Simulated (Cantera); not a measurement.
**Diamond growth**

A diamond (100) surface in a fixed gas of H2 with x(CH4) = 0.0025, x(H) = 0.0068, x(CH3) = 0.00055, 12000 Pa; coverages are run to steady state.

Cantera simulation using the Harris–Goodwin 1993 mechanism for the reconstructed diamond (100) surface; the numbers are that mechanism's predictions, not measurements.

```json
[
 {"T (K)": "900", "growth (µm/h)": "19.0", "θ c6HH": "0.639", "θ c6H*": "0.00978", "θ c6*H": "0.270", "θ c6**": "0.00398", "θ c6HM": "0.0627"},
 {"T (K)": "975", "growth (µm/h)": "28.9", "θ c6HH": "0.583", "θ c6H*": "0.0153", "θ c6*H": "0.334", "θ c6**": "0.00748", "θ c6HM": "0.0455"},
 {"T (K)": "1050", "growth (µm/h)": "39.5", "θ c6HH": "0.528", "θ c6H*": "0.0220", "θ c6*H": "0.390", "θ c6**": "0.0127", "θ c6HM": "0.0328"},
 {"T (K)": "1125", "growth (µm/h)": "46.0", "θ c6HH": "0.477", "θ c6H*": "0.0295", "θ c6*H": "0.439", "θ c6**": "0.0197", "θ c6HM": "0.0218"},
 {"T (K)": "1200", "growth (µm/h)": "40.2", "θ c6HH": "0.433", "θ c6H*": "0.0378", "θ c6*H": "0.481", "θ c6**": "0.0287", "θ c6HM": "0.0111"},
 {"T (K)": "1275", "growth (µm/h)": "26.8", "θ c6HH": "0.394", "θ c6H*": "0.0462", "θ c6*H": "0.513", "θ c6**": "0.0392", "θ c6HM": "0.00397"},
 {"T (K)": "1350", "growth (µm/h)": "19.4", "θ c6HH": "0.358", "θ c6H*": "0.0543", "θ c6*H": "0.533", "θ c6**": "0.0507", "θ c6HM": "0.00115"}
]
```
θ: site fractions in the mechanism's names (c6HH fully hydrogenated, c6H* and c6*H radical sites, c6** diradical, c6HM methylated).
